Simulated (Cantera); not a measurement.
Feed: 1 mol BN, 2.2 mol NF3, held at 0.00320 bar.

Method: chemical equilibrium by Gibbs-energy minimisation in Cantera with the NASA 1993 tables (ideal gas, pure condensed phases). Candidate condensed phases: B, BN; 13 gas species. Kinetics and transport are ignored.

Problem. At 1750 K, list the 4 most abundant gas species with their mole fractions, and the condensed phases.

Solution. F 0.581, N2 0.258, BF3 0.161, F2 2.13e-5. Condensed: gas only.
